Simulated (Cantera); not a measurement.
Feed: 1 mol B₂O₃, 0.92 mol NF₃, 0.61 mol O₂, at 75.0 Torr.

Method: chemical equilibrium by Gibbs-energy minimisation in Cantera with the NASA 1993 tables (ideal gas, pure condensed phases). Candidate condensed phases: B, BN, B₂O₃; 31 gas species. Equilibrium is a limit: real reactors are often held back by kinetics, nucleation or transport. All values below are at 1550 K.

Base state: O₂ 0.381, BOF 0.319, BF₃ 0.142, N₂ 0.135, B₃O₃F₃ 0.0216, NO 0.000863, B₂O₃ 0.000583, BOF₂ 0.000509 (mole fractions); condensed: B₂O₃(l).

What changes in the equilibrium state with this change: pressure from 75.0 Torr to 0.188 Torr?


```csv
species,before,after
BOF,0.319,0.431
O₂,0.381,0.345
N₂,0.135,0.122
BF₃,0.142,0.101
B₃O₃F₃,0.0216,3.32e-7
B₂O₃,0.000583,5.03e-6
F,8.54e-7,5.41e-5
O,1.53e-5,0.000291
BOF₂,0.000509,0.000109
BO₂,0.000113,4.56e-5
"B₂O₃(l), mol",0.102,0
```
